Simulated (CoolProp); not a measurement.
Vapour-liquid equilibrium of R125 (1) + R1234yf (2) at 240.9 K; x and y are mole fractions of (1).

Values from CoolProp's multi-fluid Helmholtz-energy mixture model, Lemmon 2005 and Lemmon 2022; pair parameters Bell 2023.

| x | bubble pressure (MPa) | y at the bubble point | dew pressure at overall composition x (MPa) | liquid density (mol/L) |
|---|---|---|---|---|
| 0.05 | 0.09545 | 0.107 | 0.09218 | 11.18 |
| 0.125 | 0.1044 | 0.244 | [?] | 11.25 |
| 0.2 | 0.1132 | 0.359 | 0.1013 | 11.31 |
| 0.275 | 0.1220 | 0.458 | 0.1066 | [?] |
| 0.35 | 0.1308 | 0.545 | 0.1124 | [?] |
| 0.425 | 0.1396 | 0.620 | 0.1189 | 11.51 |
| 0.5 | 0.1484 | 0.687 | 0.1261 | 11.58 |
| 0.575 | 0.1572 | 0.748 | 0.1342 | 11.65 |
| 0.65 | 0.1660 | 0.802 | 0.1434 | 11.72 |
| 0.725 | 0.1749 | 0.851 | 0.1538 | [?] |
| 0.8 | 0.1838 | 0.897 | [?] | 11.88 |
| 0.875 | 0.1927 | 0.938 | 0.1795 | 11.97 |
| 0.95 | 0.2017 | 0.976 | 0.1955 | 12.06 |

Q: Fill in the missing entries.

A: 
- 0.125, dew pressure at overall composition x (MPa): 0.09655
- 0.275, liquid density (mol/L): 11.37
- 0.35, liquid density (mol/L): 11.44
- 0.725, liquid density (mol/L): 11.80
- 0.8, dew pressure at overall composition x (MPa): 0.1657

No azeotrope shows between x = 0.05 and 0.95.

Pair parameters are fitted to limited data, so mixtures are less certain than the pure fluids.
